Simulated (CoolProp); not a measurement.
R11 at 293.15 K and 0.0515 MPa flows at 0.094 m/s in a round tube of 12.7 mm bore and 15 µm roughness, fully developed (64/Re and Nu = 3.66 if laminar; Colebrook and Gnielinski if turbulent). Each further row changes one setting.

Values from CoolProp's reference Helmholtz-energy equation of state, Jacobsen 1992.

| case | Reynolds number | Darcy friction factor | pressure drop (Pa/m) | heat-transfer coefficient (W/(m² K)) | mass flow (kg/h) |
|---|---|---|---|---|---|
| as stated | 352 | (withheld) | 0.187 | 2.37 | (withheld) |
| velocity 0.188 m/s | 704 | 0.0909 | 0.374 | 2.37 | 0.254 |
| diameter 25.4 mm | 704 | 0.0909 | 0.0468 | (withheld) | 0.507 |

Question: What belongs in the gaps?

Answer: 
- as stated, Darcy friction factor: 0.182
- as stated, mass flow (kg/h): 0.127
- diameter 25.4 mm, heat-transfer coefficient (W/(m² K)): 1.18

Viscosity comes from a separate model (Klein 1997), an estimate that may be off by 10 % or more. Thermal conductivity comes from a separate model (McLinden 2000), an estimate that may be off by 10 % or more.
